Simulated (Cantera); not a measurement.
A Cantera script and what it prints.

```python
import numpy as np
import cantera as ct

gas_names = """
    Fe FeO Fe(OH)2 H HO2 H2 H2O H2O2 H2S H2SO4 O OH O2 O3 S SH SO SO2 SO3 S2 S2O S8
""".split()
cond_names = """
    Fe(a) Fe(c) Fe(d) Fe(L) FeO(s) FeO(L) Fe(OH)2(s) Fe(OH)3(s) FeS(a) FeS(b) FeS(c) FeS(L) FeSO4(s)
    FeS2(s) Fe2O3(s) Fe2S3O12(s) Fe3O4(s) H2O(s) H2O(L) H2SO4(L) S(cr1) S(cr2) S(L)
""".split()


# ... load() reads the species with a 1 bar reference pressure and builds the phases ...
atoms = {
    'FeS2': {'Fe': 1, 'S': 2},
    'H2': {'H': 2},
    'H2O': {'H': 2, 'O': 1},
}
top_T = {'FeSO4(s)': 950, 'FeS2(s)': 1010, 'Fe2O3(s)': 1830, 'Fe2S3O12(s)': 1100, 'Fe3O4(s)': 1870}  # K; cautious upper limits of use, not melting points


# ... equilibrate(T, P, feed) seeds the gas with the atoms and calls Mixture.equilibrate('TP', solver="vcs", rtol=1e-11, max_steps=5000) ...
results = []
feed = {'FeS2': 1, 'H2': 810, 'H2O': 0.75}  # mol
P = 580000  # Pa
for T in [725, 875, 1025, 1175, 1325, 1475, 1625, 1775, 1925]:
    mix = equilibrate(T, P, feed)
    results.append((T, P, feed, dict(zip(mix.species_names, mix.species_moles))))

top = {s: max(r[3][s] / sum(r[3][g] for g in gas_names) for r in results) for s in gas_names}
cols = sorted((s for s in top if top[s] > 0.0001), key=lambda s: -top[s])[:9]
seen = [c for c in cond_names if any(r[3].get(c, 0) > 1e-12 for r in results)]
print("log10 of partial pressures in bar; condensed amounts in mol")
print(f"{'T/K':>10s}" + "".join(f"{s[:9]:>10s}" for s in cols + seen))
for T, P, feed, n in results:
    ng = sum(n[g] for g in gas_names)
    print(f"{T:10.4g}" + "".join(f"{np.log10(max(n[s] / ng * P / 1e5, 1e-99)):10.3f}" for s in cols)
          + "".join(f"{n.get(c, 0):10.4g}" for c in seen))
```

Result:

```
log10 of partial pressures in bar; condensed amounts in mol
       T/K        H2       H2S       H2O         H     Fe(a)     Fe(c)     Fe(d)     Fe(L)    FeS(c)
       725     0.762    -2.145    -2.270   -12.649         0         0         0         0         1
       875     0.762    -2.145    -2.270    -9.918         0         0         0         0         1
      1025     0.762    -2.112    -2.270    -7.980   0.07998         0         0         0      0.92
      1175     0.762    -1.844    -2.270    -6.531         1         0         0         0         0
      1325     0.762    -1.845    -2.270    -5.405         0         1         0         0         0
      1475     0.762    -1.845    -2.270    -4.506         0         1         0         0         0
      1625     0.762    -1.847    -2.270    -3.771         0    0.9998         0         0         0
      1775     0.762    -1.851    -2.270    -3.157         0         0    0.9972         0         0
      1925     0.762    -1.860    -2.271    -2.639         0         0         0    0.9788         0
```

Equilibrium computed with Cantera from the NASA thermochemical tables; the gas is ideal and each condensed phase is pure. Mutual solubility and eutectic melting of coexisting phases are not modelled. FeS: taken at fixed stoichiometry.
